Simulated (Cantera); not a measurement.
An adiabatic, constant-pressure homogeneous reactor starts with C₃H₈ : O₂ : N₂ = 1 : 3.57 : 13.4 (molar parts), equivalence ratio 1.4, at 1523 K and 21000 Torr. Integrator tolerance rtol = 1e-08.

Detailed kinetics in Cantera: GRI-Mech 3.0 (53 species, 325 reactions). GRI-Mech 3.0 was tuned for natural gas; its chemistry of propane as a main component is partial and can be far from experiment. The pressure lies above the range GRI-Mech 3.0 was tuned for (to about 10 atm).

```
quantity                                                              before                                      after
---------------------------------  -----------------------------------------  -----------------------------------------
time of steepest temperature rise                                    9.04 µs                                    20.3 µs
temperature at 10.0 s                                                 2976 K                                     2928 K
equilibrium temperature                                               2976 K                                     2928 K
x(C₃H₈) at 10.0 s                      <1e-12 (gas-phase equilibrium <1e-12)      <1e-12 (gas-phase equilibrium <1e-12)
x(O₂) at 10.0 s                    0.000692 (gas-phase equilibrium 0.000692)  0.000507 (gas-phase equilibrium 0.000507)
x(HO₂) at 10.0 s                     1.54e-6 (gas-phase equilibrium 1.54e-6)    1.12e-6 (gas-phase equilibrium 1.12e-6)
x(CH₃) at 10.0 s                   5.91e-11 (gas-phase equilibrium 6.77e-11)  5.76e-11 (gas-phase equilibrium 6.57e-11)
x(C₂H) at 10.0 s                       <1e-12 (gas-phase equilibrium <1e-12)      <1e-12 (gas-phase equilibrium <1e-12)
```

Task: What was changed between the two runs?
A. pressure from 21000 Torr to 975 Torr
B. initial temperature 1523 to 1450 K
C. pressure from 21000 Torr to 18000 Torr
D. initial temperature 1523 to 1800 K

Result: B, initial temperature 1523 to 1450 K
